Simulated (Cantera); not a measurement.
## Silicon nitride deposition: SiHCl3 + NH3 + N2

Charge: 1 mol SiHCl3, 1.1 mol NH3, a varied amount of N2, equilibrated at 848 K and 4.00 mbar.

These are equilibrium values from Cantera (NASA tables, ideal gas, pure condensed phases), not measurements of a reactor. Candidate condensed phases: NH4Cl, Si, Si3N4; 28 gas species. The numbers say what is thermodynamically allowed, not how fast it happens.

From 10 mol N2 to 76 mol N2 the condensed part is Si3N4(s). The main Si-bearing gas is SiCl4 throughout. The share of Si in condensed phases is highest at 76 mol N2 (90.9 %) and lowest at 10 mol N2 (80.3 %).

| n(N2) (mol) | x N2 | x HCl | x H2 | x SiCl4 | x SiHCl3 | x SiCl3 | n Si3N4(s) |
|---|---|---|---|---|---|---|---|
| 10 | 0.744 | 0.164 | 0.0776 | 0.0146 | 1.12e-5 | 1.10e-6 | 0.268 |
| 12 | 0.776 | 0.146 | 0.0662 | 0.0121 | 8.91e-6 | 9.46e-7 | 0.271 |
| 14 | 0.801 | 0.131 | 0.0576 | 0.0102 | 7.28e-6 | 8.28e-7 | 0.274 |
| 17 | 0.830 | 0.114 | 0.0481 | 0.00817 | 5.60e-6 | 6.97e-7 | 0.278 |
| 20 | 0.851 | 0.101 | 0.0412 | 0.00674 | 4.47e-6 | 6.01e-7 | 0.281 |
| 24 | 0.873 | 0.0876 | 0.0345 | 0.00540 | 3.44e-6 | 5.07e-7 | 0.284 |
| 28 | 0.889 | 0.0775 | 0.0295 | 0.00445 | 2.75e-6 | 4.37e-7 | 0.287 |
| 33 | 0.904 | 0.0678 | 0.0250 | 0.00360 | 2.15e-6 | 3.72e-7 | 0.290 |
| 39 | 0.917 | 0.0590 | 0.0211 | 0.00289 | 1.67e-6 | 3.14e-7 | 0.292 |
| 46 | 0.929 | 0.0514 | 0.0178 | 0.00231 | 1.29e-6 | 2.65e-7 | 0.295 |
| 54 | 0.938 | 0.0448 | 0.0150 | 0.00185 | 1.01e-6 | 2.24e-7 | 0.298 |
| 64 | 0.947 | 0.0386 | 0.0125 | 0.00146 | 7.68e-7 | 1.87e-7 | 0.301 |
| 76 | 0.955 | 0.0332 | 0.0105 | 0.00114 | 5.82e-7 | 1.55e-7 | 0.303 |
x: gas mole fraction; n: condensed amount in mol.
